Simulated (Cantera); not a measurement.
A perfectly stirred reactor is fed with 0.552 % CH4, 99.4 % N2, at 32.3 Torr; it is held at 1675 K, and followed from long to short residence time.

Model: GRI-Mech 3.0 (53 species, 325 reactions), integrated in Cantera. GRI-Mech 3.0 stops at C3 and has no aromatics, soot or wall deposition, so with more carbon than oxygen in the feed, carbon stays in small species such as C2H2 where larger ones or solid carbon would form. Radical loss at walls, strong at low pressure, is not modelled.

Problem. Predict: x(CH4) at τ = 1.20 s; x(C2H2) at τ = 1.20 s; x(C2H6) at τ = 1.20 s; x(H2) at τ = 1.20 s; x(CH2) at τ = 1.20 s; x(CH4) at τ = 33.0 ms; x(C2H2) at τ = 33.0 ms; x(C2H6) at τ = 33.0 ms; x(H2) at τ = 33.0 ms; x(CH2) at τ = 33.0 ms.

Solution. 
```
Quantity                  Result
----------------------  --------
x(CH4) at τ = 1.20 s     0.00146
x(C2H2) at τ = 1.20 s    0.00194
x(C2H6) at τ = 1.20 s    3.30e-7
x(H2) at τ = 1.20 s      0.00594
x(CH2) at τ = 1.20 s     2.11e-7
x(CH4) at τ = 33.0 ms    0.00531
x(C2H2) at τ = 33.0 ms   2.69e-5
x(C2H6) at τ = 33.0 ms   4.40e-7
x(H2) at τ = 33.0 ms    0.000196
x(CH2) at τ = 33.0 ms    7.00e-8
```
